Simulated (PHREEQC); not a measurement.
Reverse-osmosis permeate: speciation

Synthetic water in mmol/kgw, 25 °C, pH 6.93, pe 2.2:

| constituent | mmol/kgw |
|---|---|
| Na | 0.0856 |
| K | 0.0382 |
| Ca | 0.0726 |
| Mg | 0.0139 |
| Cl | 0.198 |
| S(6) | 0.0429 |
| Alkalinity (meq/kgw) | 0.0162 |
| Si | 0.000262 |

Valence states are taken as typed.

Computed with PHREEQC (ion-association model, phreeqc.dat).

No solid was allowed to form.

### Question
Estimate the charge-balance error.

### Answer
charge-balance error -0.5 %.

### Question
In which forms is S present?

### Answer
SO4-2 99 %, CaSO4 1.0 % of the S.
